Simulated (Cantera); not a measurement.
Input: 1 mol Cu2O, 8.5 mol CO, 0.54 mol C, at 1950 K.

These are equilibrium values from Cantera (NASA tables, ideal gas, pure condensed phases), not measurements of a reactor. Candidate condensed phases: C, Cu, CuO, Cu2O; 15 gas species. Kinetics and transport are ignored.

Question: What share of the Cu ends up in condensed phases as a function of P (Pa), at 10, 42, 180, 750, 3200, 13000, 56000, 240000, 1000000?

Answer: 
```csv
P (Pa),Cu condensed (%),as
10,0.0,-
42,0.0,-
180,0.0,-
750,0.0,-
3200,58.5,Cu(l)
13000,90.4,Cu(l)
56000,97.8,Cu(l)
240000,99.5,Cu(l)
1000000,99.9,Cu(l)
```
